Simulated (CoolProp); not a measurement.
Vapour-liquid equilibrium of CH2F2 (R32) (1) + R236FA (2) at 12.55 °C; x and y are mole fractions of (1).

Values from CoolProp's multi-fluid Helmholtz-energy mixture model, Tillner-Roth 1997 and Pan 2012; pair parameters Bell 2016.

| x | bubble pressure (bar) | y at the bubble point | dew pressure at overall composition x (bar) | liquid density (mol/L) |
|---|---|---|---|---|
| 0.05 | 2.196 | 0.226 | 1.838 | 9.489 |
| 0.2 | 3.599 | 0.580 | 2.135 | 10.39 |
| 0.35 | 5.070 | 0.744 | 2.545 | 11.44 |
| 0.5 | 6.567 | 0.838 | 3.146 | 12.69 |
| 0.65 | 8.090 | 0.901 | 4.109 | 14.20 |
| 0.8 | 9.669 | 0.949 | 5.871 | 16.07 |
| 0.95 | 11.35 | 0.988 | 9.716 | 18.46 |

No azeotrope shows between x = 0.05 and 0.95.

Pair parameters are fitted to limited data, so mixtures are less certain than the pure fluids.
